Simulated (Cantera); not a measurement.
SiCl₄ + Cl₂ + H₂ (silicon epitaxy and polysilicon growth)

Input: 1 mol SiCl₄, 0.029 mol Cl₂, 32 mol H₂, at 1100 K and 100 Torr.

Equilibrium computed with Cantera from the NASA thermochemical tables; the gas is ideal and each condensed phase is pure. Candidate condensed phases: Si; 19 gas species. The tables' values for SiCl₃ are old estimates; treat these amounts as uncertain. The numbers say what is thermodynamically allowed, not how fast it happens.

```yaml
x(H₂): 0.946
x(HCl): 0.0265
x(SiCl₄): 0.0157
x(SiHCl₃): 0.00829
x(SiCl₂): 0.00151
x(SiCl₃): 0.00131
x(SiH₂Cl₂): 0.000524
x(SiH₃Cl): 8.78e-6
n(Si(s)): 0.0915 mol
gas_amount: 33.19 mol
```
